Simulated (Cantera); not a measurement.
A freely propagating, adiabatic, planar premixed flame of CH4 : O2 : N2 = 1 : 2.94 : 11.1 (molar parts), equivalence ratio 0.68, unburnt at 573 K and 10.0 bar; mixture-averaged transport, grid criteria slope 0.08 and curve 0.16, no radiation.

Cantera simulation using GRI-Mech 3.0 (53 species, 325 reactions); the numbers are that mechanism's predictions, not measurements. Burning velocities carry a grid error of a few per cent, more on coarse grids.

Predict: laminar burning velocity; thermal thickness; peak x(CH2CO); peak x(C2H6).


```json
{
  "laminar_burning_velocity": "24.1 cm/s",
  "thermal_thickness": "0.108 mm",
  "peak x(CH2CO)": "0.000127",
  "peak x(C2H6)": "0.000352"
}
```
